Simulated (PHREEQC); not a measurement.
A column of 1 m (40 cells, dispersivity 0.035 m, 720 s a shift, diffusion coefficient 3e-10 m²/s) holds 0.017 eq of the database's cation exchanger X per kg of pore water, first in equilibrium with 0.00073 mol ZnSO4, 0.017 mol ZnCl2, 0.0023 mol LiCl and 1e-05 mol HCl per kg of water. It is flushed with 0.0091 mol/kgw CdCl2, 0.00067 mol/kgw MnCl2 and 1e-05 mol/kgw HCl, at 15 °C. Values are for the last cell. CO2 from the air is kept out. Precipitation was switched off in this run.

Computed with PHREEQC (ion-association model, phreeqc.dat).

```
pore volumes  Cd in solution (mol/kgw)  Mn in solution (mol/kgw)  S in solution (mol/kgw)  Li in solution (mol/kgw)  Zn in solution (mol/kgw)  CdX2 on the exchanger (mol/kgw)  MnX2 on the exchanger (mol/kgw)
------------  ------------------------  ------------------------  -----------------------  ------------------------  ------------------------  -------------------------------  -------------------------------
0                                    0                         0                 0.000730                   0.00230                    0.0177                                0                                0
0.2625                        9.77e-13                  2.33e-14                 0.000730                   0.00230                    0.0177                         1.85e-13                                0
0.5125                         5.87e-6                   2.61e-7                 0.000725                   0.00229                    0.0177                          1.12e-6                          6.34e-8
0.7625                        0.000286                   1.67e-5                 0.000596                   0.00195                    0.0159                              [?]                          4.48e-6
1.012                          0.00115                   8.00e-5                 0.000313                   0.00112                    0.0119                         0.000356                          2.78e-5
1.137                          0.00168                  0.000124                 0.000195                  0.000741                    0.0100                         0.000624                          4.93e-5
1.387                          0.00285                  0.000223                  6.10e-5                  0.000268                   0.00732                          0.00139                         0.000109
1.637                          0.00411                  0.000325                  1.57e-5                   8.12e-5                   0.00549                          0.00234                         0.000181
1.887                          0.00527                  0.000414                  3.58e-6                   2.19e-5                   0.00412                          0.00334                         0.000253
2.138                          0.00624                  0.000484                  7.49e-7                   5.44e-6                   0.00305                          0.00429                         0.000318
2.388                          0.00701                  0.000538                  1.48e-7                   1.28e-6                   0.00222                          0.00513                         0.000373
2.638                              [?]                  0.000577                  2.82e-8                       [?]                   0.00159                          0.00584                         0.000418
2.888                          0.00805                  0.000606                  5.22e-9                   6.43e-8                   0.00112                          0.00642                         0.000454
3.013                          0.00822                  0.000617                  2.22e-9                   2.99e-8                  0.000931                          0.00666                         0.000469
3.263                          0.00850                  0.000634                 3.99e-10                   6.41e-9                  0.000636                          0.00705                         0.000492
3.513                          0.00870                  0.000646                 7.07e-11                   1.35e-9                  0.000427                          0.00734                         0.000509
3.763                              [?]                  0.000654                 1.24e-11                  2.82e-10                  0.000281                          0.00754                         0.000522
4.013                          0.00893                  0.000660                 2.16e-12                  5.84e-11                  0.000181                          0.00769                         0.000530
```

Question: Some entries are withheld; supply them.

Answer: 
- 0.7625, CdX2 on the exchanger (mol/kgw): 6.22e-5
- 2.638, Cd in solution (mol/kgw): 0.00760
- 2.638, Li in solution (mol/kgw): 2.91e-7
- 3.763, Cd in solution (mol/kgw): 0.00883
